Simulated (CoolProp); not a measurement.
Hydrogen chloride at 293.15 K and 2.08 MPa is compressed adiabatically to 15.5 MPa with isentropic efficiency 0.85. Each further row changes one setting.

Computed with CoolProp (reference Helmholtz-energy equation of state, Thol 2018).

```tsv
case	work (kJ/kg)	final temperature (K)	final density (kg/m³)
as stated	184	553.3	135
efficiency 1	157	526.4	146
efficiency 0.65	241	611.0	118
```
